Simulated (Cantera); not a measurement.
**Reactions in the system Cr-H-N-O**

Source: NASA polynomial tables (part measured, part estimated), evaluated in Cantera. Values are per mole of reaction as written; species without (g) are pure solids or liquids, kept so even where they would boil at 1 bar.

4 Cr + 9 H₂O(g) + 3 N₂O(g) ⇌ 4 CrO₃(g) + 6 NH₃(g)

| T (K) | ΔH° (kJ) | ΔS° (J/K) | ΔG° (kJ) | log10 K |
|---|---|---|---|---|
| 1398 | 456.5 | -279.8 | 847.6 | -31.67 |
| 1448 | 454.4 | -281.2 | 861.6 | -31.08 |
| 1498 | 452.1 | -282.8 | 875.7 | -30.54 |
| 1548 | 449.5 | -284.5 | 889.9 | -30.03 |
| 1598 | 446.8 | -286.2 | 904.2 | -29.55 |
| 1648 | 443.8 | -288.1 | 918.5 | -29.11 |
| 1698 | 440.5 | -290.0 | 933.0 | -28.70 |
| 1748 | 437.1 | -292.0 | 947.5 | -28.31 |
| 1798 | 433.4 | -294.1 | 962.2 | -27.95 |
| 1848 | 429.4 | -296.3 | 977.0 | -27.61 |
